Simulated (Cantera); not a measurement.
**Halide evaporation, hydrolysis and transport: CaF2 + H2 + N2 + O2**

Input: 1 mol CaF2, 1.2 mol H2, 81 mol N2, 0.042 mol O2, held at 1527 °C.

Cantera equilibrium calculation (NASA polynomials, part measured and part estimated; ideal gas, pure solids and liquids). Candidate condensed phases: Ca, CaF2, CaO, Ca(OH)2, H2O; 47 gas species. Mutual solubility and eutectic melting of coexisting phases are not modelled. Kinetics and transport are ignored.

| P (Pa) | x N2 | x H | x H2 | x HF | x CaF2 | n CaO(s) | n CaF2(l) |
|---|---|---|---|---|---|---|---|
| 0.100 | 0.961 | 0.0142 | 0.00157 | 0.0107 | 0.00511 | 0 | 0 |
| 1.60 | 0.967 | 0.00708 | 0.00626 | 0.00797 | 0.00673 | 0.0336 | 0 |
| 25 | 0.971 | 0.00233 | 0.0106 | 0.00500 | 0.00866 | 0.0706 | 0 |
| 400 | 0.973 | 0.000633 | 0.0125 | 0.00311 | 0.0100 | 0.0796 | 0 |
| 6300 | 0.979 | 0.000165 | 0.0133 | 0.00214 | 0.00551 | 0.0803 | 0.449 |
| 100000 | 0.984 | 4.17e-5 | 0.0135 | 0.00142 | 0.000347 | 0.0582 | 0.913 |
x: gas mole fraction; n: condensed amount in mol.

At 0.100 Pa nothing is condensed. From 1.60 Pa to 400 Pa the condensed part is CaO(s). From 6300 Pa to 100000 Pa the condensed part is CaF2(l) + CaO(s). The main Ca-bearing gas is CaF2 throughout. The share of Ca in condensed phases is highest at 100000 Pa (97.1 %) and lowest at 0.100 Pa (0.0 %).
